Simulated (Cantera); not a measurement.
An isothermal, constant-pressure homogeneous reactor starts with 26.3 % NO, 73.7 % N2, at 1850 K and 9.00 Torr.

Model: GRI-Mech 3.0 (53 species, 325 reactions), integrated in Cantera. Radical loss at walls, strong at low pressure, is not modelled.

One state of this run: x NO = 0.0559; x N2O = 8.68e-7; x O2 = 0.103; x N2 = 0.840; x NO2 = 9.66e-6; x O = 0.000575. x: mole fraction; the columns are a selection and need not sum to one.

Q: Which value of t (s) does it belong to?
(A) 200
(B) 0.000318
(C) 7.00e-6
(D) 0.0144

A: A, 200
